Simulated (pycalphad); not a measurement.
**Effect of Si content in Mn-Si**

Computed with pycalphad from the COST 507 light-alloy database (1999), at 1 atm. The database dates from 1999; later assessments differ in places, in temperatures and in the compounds included. Phase fractions are per mole of atoms. Kinetics are ignored, which matters at the lower temperatures.

```json
[
 {"alloy": "Mn-0.05115Si (wt.%)", "liquidus (K)": "1519", "first solid": "BCC_A2", "solidus (K)": "1518", "phases at 775 K": "CBCC_A12 1.00"},
 {"alloy": "Mn-0.1023Si (wt.%)", "liquidus (K)": "1518", "first solid": "BCC_A2", "solidus (K)": "1518", "phases at 775 K": "CBCC_A12 1.00"},
 {"alloy": "Mn-0.1536Si (wt.%)", "liquidus (K)": "1518", "first solid": "BCC_A2", "solidus (K)": "1517", "phases at 775 K": "CBCC_A12 1.00"},
 {"alloy": "Mn-0.2049Si (wt.%)", "liquidus (K)": "1517", "first solid": "BCC_A2", "solidus (K)": "1516", "phases at 775 K": "CBCC_A12 1.00"},
 {"alloy": "Mn-0.4106Si (wt.%)", "liquidus (K)": "1515", "first solid": "BCC_A2", "solidus (K)": "1512", "phases at 775 K": "CBCC_A12 1.00"},
 {"alloy": "Mn-0.8244Si (wt.%)", "liquidus (K)": "___", "first solid": "BCC_A2", "solidus (K)": "___", "phases at 775 K": "CBCC_A12 1.00"}
]
```

### Question
Complete the blanks.

### Answer

- Mn-0.8244Si (wt.%), liquidus (K): 1510
- Mn-0.8244Si (wt.%), solidus (K): 1500

BCC_A2 is bcc; CBCC_A12 is α-Mn.
